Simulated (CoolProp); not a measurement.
Chloromethane (R40) along the isotherm 169.25 °C: Z from the reference equation and from simpler models built on Tc = 145.5 °C, pc = 69.29 bar, ω = 0.150; each cubic takes its own stable root.

Computed with CoolProp (reference Helmholtz-energy equation of state, Thol 2014).

```csv
p (bar),phase,reference
0.548,gas,0.9976
1.12,gas,0.9950
2.31,gas,0.9897
4.74,gas,0.9788
9.74,gas,0.9560
20,gas,0.9073
41.1,gas,0.7969
84.4,supercritical,0.4753
173,supercritical,0.3869
```

### Question
How far does each simpler model (van der Waals, Redlich-Kwong) lie from the reference over these 9 states: mean and median of the absolute difference, and the worst?

### Answer
- van der Waals: mean 5.0 %, median 0.7 %, worst +33.0 % at 169.25 °C and 173 bar
- Redlich-Kwong: mean 1.8 %, median 0.2 %, worst +12.5 % at 169.25 °C and 173 bar
